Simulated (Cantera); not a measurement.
A Cantera script and its output.

```python
import numpy as np
import cantera as ct

gas = ct.Solution("gri30.yaml")
gas.TPX = 1648, 1300000, {'H2': 1, 'O2': 0.385, 'N2': 1.45}
reactor = ct.IdealGasConstPressureReactor(gas, energy="on", clone=False)
net = ct.ReactorNet([reactor])
net.rtol, net.atol = 1e-08, 1e-16
show = ['H2', 'O2', 'N2O', 'H2O', 'O', 'NO', 'NO2']
times = np.geomspace(2e-06, 0.4, 10)

steps = ct.SolutionArray(gas, extra=["t"])
rows = []
print(f"{'t/s':>10s}{'T/K':>9s}{'P/Pa':>11s}" + "".join(f"{s:>11s}" for s in show))
for t in times:
    while net.time < t:
        t_next = net.step()
        steps.append(gas.state, t=t_next)
    rows.append([np.interp(t, steps.t, y) for y in (steps.T, steps.P, *steps(*show).X.T)])
    print(f"{t:10.3e}{rows[-1][0]:9.1f}{rows[-1][1]:11.4g}" + "".join(f"{x:11.3e}" for x in rows[-1][2:]))
rate = np.gradient(steps.T, steps.t)
print("integrator steps:", len(steps.t))
if steps.T.max() > steps.T[0] + 200:
    print(f"time of steepest temperature rise: {steps.t[rate.argmax()]:.4e} s")
gas.TPX = 1648, 1300000, {'H2': 1, 'O2': 0.385, 'N2': 1.45}
gas.equilibrate("HP")
print(f"equilibrium (HP): T = {gas.T:.1f} K  " + "  ".join(f"{s} {gas[s].X[0]:.3e}" for s in show))
```

It prints:

```
       t/s      T/K       P/Pa         H2         O2        N2O        H2O          O         NO        NO2
 2.000e-06   3021.1    1.3e+06  1.038e-01  5.428e-03  5.263e-07  2.581e-01  5.186e-03  2.474e-04  6.805e-08
 7.763e-06   3159.8    1.3e+06  1.015e-01  3.135e-03  7.937e-07  2.723e-01  2.979e-03  1.135e-03  2.594e-07
 3.013e-05   3152.5    1.3e+06  1.030e-01  2.882e-03  8.551e-07  2.713e-01  2.788e-03  3.593e-03  7.915e-07
 1.170e-04   3146.6    1.3e+06  1.042e-01  2.704e-03  9.586e-07  2.705e-01  2.653e-03  5.442e-03  1.166e-06
 4.540e-04   3146.4    1.3e+06  1.042e-01  2.700e-03  9.614e-07  2.705e-01  2.650e-03  5.482e-03  1.173e-06
 1.762e-03   3146.4    1.3e+06  1.042e-01  2.700e-03  9.614e-07  2.705e-01  2.650e-03  5.482e-03  1.173e-06
 6.840e-03   3146.4    1.3e+06  1.042e-01  2.700e-03  9.614e-07  2.705e-01  2.650e-03  5.482e-03  1.173e-06
 2.655e-02   3146.4    1.3e+06  1.042e-01  2.700e-03  9.614e-07  2.705e-01  2.650e-03  5.482e-03  1.173e-06
 1.031e-01   3146.4    1.3e+06  1.042e-01  2.700e-03  9.614e-07  2.705e-01  2.650e-03  5.482e-03  1.173e-06
 4.000e-01   3146.4    1.3e+06  1.042e-01  2.700e-03  9.614e-07  2.705e-01  2.650e-03  5.482e-03  1.173e-06
integrator steps: 1093
time of steepest temperature rise: 7.0622e-07 s
equilibrium (HP): T = 3146.4 K  H2 1.042e-01  O2 2.700e-03  N2O 9.614e-07  H2O 2.705e-01  O 2.650e-03  NO 5.482e-03  NO2 1.173e-06
```

Detailed kinetics in Cantera: GRI-Mech 3.0 (53 species, 325 reactions). The hydrogen kinetics of GRI-Mech 3.0 are dated; newer H2 mechanisms differ, most at raised pressure. The pressure lies above the range GRI-Mech 3.0 was tuned for (to about 10 atm). Above 3000 K some thermodynamic fits are extrapolated.
